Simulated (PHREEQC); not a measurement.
1.9 g of hydrous ferric oxide (600 m²/g; 0.2 weak and 0.005 strong sites per Fe, Dzombak-Morel constants, diffuse double layer) in 1 kg of water with 0.001 mol/kgw of an inert sodium salt, at 25 °C; the pH is set by adding NaOH or the inert anion's acid. Oxygen alone is held at its pressure in air (log pO2 = -0.68). CO2 from the air is kept out. No solid was allowed to form.

All values are PHREEQC results (ion-association model, wateq4f.dat), not measurements.

```csv
pH,surface charge σ (C/m²),surface potential ψ (mV)
4,0.139,205
4.5,0.090,(withheld)
5,0.056,(withheld)
5.5,0.034,144
6,(withheld),119
6.5,(withheld),92
7,0.006,(withheld)
7.5,0.003,35
8,0.000,6
8.5,-0.002,(withheld)
9,(withheld),-51
9.5,-0.009,-80
10,-0.016,-107
```

Task: What belongs in the gaps?

Result: 
- 4.5, surface potential ψ (mV): 188
- 5, surface potential ψ (mV): 168
- 6, surface charge σ (C/m²): 0.020
- 6.5, surface charge σ (C/m²): 0.011
- 7, surface potential ψ (mV): 64
- 8.5, surface potential ψ (mV): -23
- 9, surface charge σ (C/m²): -0.004

Species that the database lacks are ignored.
